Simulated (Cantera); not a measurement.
## Thermodynamics of carbothermic reduction, feed Ta2O5 + CO + H2

Charge: 1 mol Ta2O5, 14 mol CO, 0.21 mol H2, at 3.10 mbar.

These are equilibrium values from Cantera (NASA tables, ideal gas, pure condensed phases), not measurements of a reactor. Candidate condensed phases: C, C6H6, C7H8, C8H18, H2O, Ta, TaC, Ta2O5; 113 gas species. Mutual solubility and eutectic melting of coexisting phases are not modelled. TaC: taken at fixed stoichiometry. Condensed phases not in the tables: Ta2C. The numbers say what is thermodynamically allowed, not how fast it happens.

| T (K) | x CO | x H2 | x CO2 | x H | x H2O | x CH4 | n C(graphite) | n Ta2O5(s) | n TaC(s) |
|---|---|---|---|---|---|---|---|---|---|
| 1000 | 0.983 | 0.0148 | 0.00170 | 4.96e-9 | 1.78e-5 | 6.47e-8 | 0.0244 | 1.00 | 0 |
| 1075 | 0.985 | 0.0148 | 0.000415 | 3.20e-8 | 5.78e-6 | 3.01e-8 | 0 | 0.999 | 0.00171 |
| 1150 | 0.985 | 0.0148 | 0.000409 | 1.63e-7 | 7.29e-6 | 4.59e-9 | 0 | 0.999 | 0.00169 |
| 1225 | 0.985 | 0.0148 | 0.000404 | 6.80e-7 | 8.89e-6 | 8.86e-10 | 0 | 0.999 | 0.00168 |
| 1300 | 0.985 | 0.0148 | 0.000399 | 2.41e-6 | 1.06e-5 | 2.07e-10 | 0 | 0.999 | 0.00166 |
| 1375 | 0.985 | 0.0148 | 0.000396 | 7.48e-6 | 1.23e-5 | 5.68e-11 | 0 | 0.999 | 0.00166 |
| 1450 | 0.985 | 0.0148 | 0.000393 | 2.06e-5 | 1.40e-5 | 1.79e-11 | 0 | 0.999 | 0.00165 |
x: gas mole fraction; n: condensed amount in mol.

At 1000 K the condensed part is C(graphite) + Ta2O5(s). From 1075 K to 1450 K the condensed part is TaC(s) + Ta2O5(s).
